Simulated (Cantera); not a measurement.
## Al + HBr + N₂ (aluminium and copper etching)

Input: 1 mol Al, 1.1 mol HBr, 8.4 mol N₂, at 2.40 mbar.

Equilibrium computed with Cantera from the NASA thermochemical tables; the gas is ideal and each condensed phase is pure. Candidate condensed phases: Al, AlBr₃, AlN, Br₂; 19 gas species. Kinetics and transport are ignored.

From 773 K to 1523 K the condensed part is AlN(s). The main Al-bearing gas is AlBr₃ at 773 K and AlBr at 1523 K. The share of Al in condensed phases is highest at 773 K (76.4 %) and lowest at 1523 K (59.4 %).

```
T (K)   x N₂    x H₂   x HBr  x AlBr₃    x AlBr      x Br       x H  n AlN(s)
-----  -----  ------  ------  -------  --------  --------  --------  --------
773    0.891  0.0394  0.0434   0.0263    <1e-12   8.15e-8  3.68e-12     0.764
848    0.891  0.0408  0.0406   0.0272  4.10e-12   6.00e-7  7.85e-11     0.755
923    0.892  0.0420  0.0383   0.0280  2.63e-10   3.20e-6   1.02e-9     0.748
998    0.892  0.0429  0.0364   0.0286   8.93e-9   1.33e-5   9.09e-9     0.743
1073   0.892  0.0437  0.0349   0.0291   1.84e-7   4.55e-5   5.98e-8     0.738
1148   0.892  0.0443  0.0335   0.0295   2.54e-6  0.000133   3.08e-7     0.734
1223   0.893  0.0449  0.0324   0.0298   2.52e-5  0.000340   1.30e-6     0.731
1298   0.892  0.0454  0.0314   0.0299  0.000191  0.000782   4.66e-6     0.729
1373   0.891  0.0458  0.0304   0.0296   0.00115   0.00164   1.45e-5     0.723
1448   0.888  0.0462  0.0290   0.0279   0.00563   0.00313   4.04e-5     0.696
1523   0.878  0.0465  0.0261   0.0219    0.0221   0.00527  0.000102     0.594
```
x: gas mole fraction; n: condensed amount in mol.
